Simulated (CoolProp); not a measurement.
The fluoroketone C6F12O (FK-5-1-12) along the isobar 0.0906 MPa: fugacity coefficient from the reference equation and from simpler models built on Tc = 441.8 K, pc = 1.869 MPa, ω = 0.471; each cubic takes its own stable root.

Values from CoolProp's reference Helmholtz-energy equation of state, McLinden 2015.

```
T (K)   phase  reference  van der Waals  Soave-Redlich-Kwong  Peng-Robinson
-----  ------  ---------  -------------  -------------------  -------------
307    liquid     0.6138         0.9664               0.6175         0.6210
321.3     gas     0.9453         0.9697               0.9519         0.9497
335.6     gas     0.9536         0.9726               0.9580         0.9558
349.9     gas     0.9603         0.9751               0.9632         0.9611
364.2     gas     0.9657         0.9773               0.9677         0.9656
378.5     gas     0.9703         0.9792               0.9716         0.9695
392.8     gas     0.9741         0.9810               0.9749         0.9729
407.1     gas     0.9773         0.9825               0.9779         0.9759
421.4     gas     0.9800         0.9839               0.9804         0.9785
435.7     gas     0.9823         0.9851               0.9827         0.9808
450       gas     0.9842         0.9863               0.9846         0.9828
464.3     gas     0.9860         0.9873               0.9864         0.9846
```

At some of these states van der Waals gives the other phase, because its saturation line lies elsewhere.
